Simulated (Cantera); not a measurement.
Cantera run, input and output.

```python
import numpy as np
import cantera as ct

gas = ct.Solution("gri30.yaml", transport_model="multicomponent")
show = ['H', 'NO', 'N2']

rows = []
print(f"{'T/K':>7s}{'rho':>11s}{'cp':>10s}{'mu':>11s}{'lambda':>11s}{'Pr':>7s}" + "".join(f"{'D_' + s:>11s}" for s in show))
for T in [400, 650, 900, 1150, 1400, 1650]:
    gas.TPX = T, 200000, {'O2': 0.57}
    Pr = gas.cp_mass * gas.viscosity / gas.thermal_conductivity
    D = [gas.mix_diff_coeffs_mole[gas.species_index(s)] for s in show]
    rows.append([gas.density, gas.cp_mass, gas.viscosity, gas.thermal_conductivity, Pr, *D])
    print(f"{T:7g}{gas.density:11.4e}{gas.cp_mass:10.1f}{gas.viscosity:11.4e}"
          f"{gas.thermal_conductivity:11.4e}{Pr:7.3f}" + "".join(f"{d:11.4e}" for d in D))
print("SI units: kg/m3, J/kg/K, Pa s, W/m/K, m2/s")
```

It prints:

```
    T/K        rho        cp         mu     lambda     Pr        D_H       D_NO       D_N2
    400 1.9242e+00     941.4 2.5629e-05 3.3889e-02  0.712 1.0764e-04 1.7184e-05 1.7496e-05
    650 1.1841e+00    1017.4 3.5981e-05 5.1551e-02  0.710 2.4902e-04 3.9366e-05 4.0081e-05
    900 8.5522e-01    1073.7 4.4705e-05 6.7676e-02  0.709 4.3172e-04 6.7989e-05 6.9225e-05
   1150 6.6930e-01    1108.6 5.2496e-05 8.2135e-02  0.709 6.5092e-04 1.0233e-04 1.0419e-04
   1400 5.4978e-01    1134.2 5.9661e-05 9.5570e-02  0.708 9.0353e-04 1.4190e-04 1.4448e-04
   1650 4.6648e-01    1155.4 6.6364e-05 1.0835e-01  0.708 1.1873e-03 1.8637e-04 1.8976e-04
SI units: kg/m3, J/kg/K, Pa s, W/m/K, m2/s
```

Detailed kinetics in Cantera: GRI-Mech 3.0 (53 species, 325 reactions).
